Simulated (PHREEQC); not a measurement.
# Copper plating or etch bath (model solution)

Dissolve 0.19 mol CuCl2, 0.002 mol HCl and 0.11 mol Na2SO4 per kg of water at 35 °C. It is in equilibrium with CO2 at log p = 0 (atm). Otherwise closed; pH follows from the charge balance.

Computed with PHREEQC (ion-association model, phreeqc.dat).

Each row changes one thing in this solution. This is a speciation only: nothing precipitates in the calculation.

```
case                                         pH  ionic strength (mol/kgw)  Cl- (mol/kgw)  Na+ (mol/kgw)  Cu+2 (mol/kgw)  SO4-2 (mol/kgw)  SI of Halite (NaCl)
-----------------------------------------  ----  ------------------------  -------------  -------------  --------------  ---------------  -------------------
as made                                    3.10                     0.618          0.341          0.209           0.106           0.0526                -3.07
diluted 10-fold with water                 3.56                    0.0725         0.0372         0.0217          0.0141          0.00688                -4.87
diluted 5-fold with water                  3.45                     0.139         0.0733         0.0431          0.0265           0.0126                -4.33
temperature from 35 to 45 °C               3.18                     0.597          0.327          0.208             [?]           0.0537                -3.10
HCl replaced by NaCl at the same molality  3.55                     0.618          0.341          0.210           0.106           0.0531                -3.07
HCl left out                               3.55                     0.616          0.339          0.209           0.106           0.0530                  [?]
```

Q: Fill in the missing entries.

A: 
- temperature from 35 to 45 °C, Cu+2 (mol/kgw): 0.0956
- HCl left out, SI of Halite (NaCl): -3.08

Constants without temperature data keep their 25 °C values here.
